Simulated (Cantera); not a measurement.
## Adiabatic ignition

An adiabatic, constant-pressure homogeneous reactor starts with 29.4 % H₂, 14.8 % O₂, 55.8 % N₂, equivalence ratio 0.99, at 1550 K and 11.0 bar.

Detailed kinetics in Cantera: GRI-Mech 3.0 (53 species, 325 reactions). The hydrogen kinetics of GRI-Mech 3.0 are dated; newer H2 mechanisms differ, most at raised pressure. Above 3000 K some thermodynamic fits are extrapolated.

| t (s) | T (K) | x H₂ | x O₂ | x N₂O | x OH | x NO |
|---|---|---|---|---|---|---|
| 2.00e-6 | 2772 | 0.0548 | 0.0217 | 6.44e-7 | 0.0346 | 0.000147 |
| 5.92e-6 | 3074 | 0.0407 | 0.0146 | 1.54e-6 | 0.0294 | 0.000827 |
| 1.75e-5 | 3080 | 0.0406 | 0.0138 | 1.58e-6 | 0.0287 | 0.00276 |
| 5.18e-5 | 3073 | 0.0414 | 0.0126 | 1.65e-6 | 0.0276 | 0.00687 |
| 0.000153 | 3066 | 0.0423 | 0.0116 | 1.79e-6 | 0.0267 | 0.0104 |
| 0.000453 | 3066 | 0.0424 | 0.0115 | 1.81e-6 | 0.0266 | 0.0108 |
| 0.00134 | 3066 | 0.0424 | 0.0115 | 1.81e-6 | 0.0266 | 0.0108 |
| 0.00397 | 3066 | 0.0424 | 0.0115 | 1.81e-6 | 0.0266 | 0.0108 |
| 0.0117 | 3066 | 0.0424 | 0.0115 | 1.81e-6 | 0.0266 | 0.0108 |
| 0.0347 | 3066 | 0.0424 | 0.0115 | 1.81e-6 | 0.0266 | 0.0108 |
| 0.103 | 3066 | 0.0424 | 0.0115 | 1.81e-6 | 0.0266 | 0.0108 |
| 0.304 | 3066 | 0.0424 | 0.0115 | 1.81e-6 | 0.0266 | 0.0108 |
| 0.900 | 3066 | 0.0424 | 0.0115 | 1.81e-6 | 0.0266 | 0.0108 |
x: mole fraction; the columns are a selection and need not sum to one.

- time of steepest temperature rise = 1.12 µs
- temperature at 0.900 s = 3066 K
- equilibrium temperature = 3066 K
- x(H₂) at 0.900 s = 0.0424 (gas-phase equilibrium 0.0424)
- x(O₂) at 0.900 s = 0.0115 (gas-phase equilibrium 0.0115)
- x(N₂O) at 0.900 s = 1.81e-6 (gas-phase equilibrium 1.81e-6)
